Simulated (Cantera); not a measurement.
Thermodynamics of iron carbonyl, mercury and lead vapours, feed Pb + H2 + N2

Input: 1 mol Pb, 0.15 mol H2, 0.12 mol N2, held at 31.0 mbar.

Method: chemical equilibrium by Gibbs-energy minimisation in Cantera with the NASA 1993 tables (ideal gas, pure condensed phases). Candidate condensed phases: Pb; 11 gas species. Equilibrium is a limit: real reactors are often held back by kinetics, nucleation or transport.

From 352 °C to 1102 °C the condensed part is Pb(l). At 1252 °C nothing is condensed.

```json
[
 {"T (°C)": "352", "log p Pb": "-10.63", "log p H2": "-1.76", "log p N2": "-1.86", "log p Pb2": "<-13", "log p NH3": "-5.14", "log p H": "<-13", "n Pb(l)": "1.00"},
 {"T (°C)": "502", "log p Pb": "-7.60", "log p H2": "-1.76", "log p N2": "-1.86", "log p Pb2": "<-13", "log p NH3": "-5.99", "log p H": "-12.89", "n Pb(l)": "1.00"},
 {"T (°C)": "652", "log p Pb": "-5.57", "log p H2": "-1.76", "log p N2": "-1.86", "log p Pb2": "-11.60", "log p NH3": "-6.58", "log p H": "-10.47", "n Pb(l)": "1.000"},
 {"T (°C)": "802", "log p Pb": "-4.12", "log p H2": "-1.76", "log p N2": "-1.86", "log p Pb2": "-9.17", "log p NH3": "-7.01", "log p H": "-8.72", "n Pb(l)": "0.999"},
 {"T (°C)": "952", "log p Pb": "-3.03", "log p H2": "-1.78", "log p N2": "-1.87", "log p Pb2": "-7.35", "log p NH3": "-7.37", "log p H": "-7.39", "n Pb(l)": "0.992"},
 {"T (°C)": "1102", "log p Pb": "-2.18", "log p H2": "-1.87", "log p N2": "-1.96", "log p Pb2": "-5.94", "log p NH3": "-7.81", "log p H": "-6.40", "n Pb(l)": "0.927"},
 {"T (°C)": "1252", "log p Pb": "-1.61", "log p H2": "-2.44", "log p N2": "-2.53", "log p Pb2": "-5.03", "log p NH3": "-9.16", "log p H": "-5.84", "n Pb(l)": "0"}
]
```
log p: log10 of the partial pressure in bar; n: condensed amount in mol.
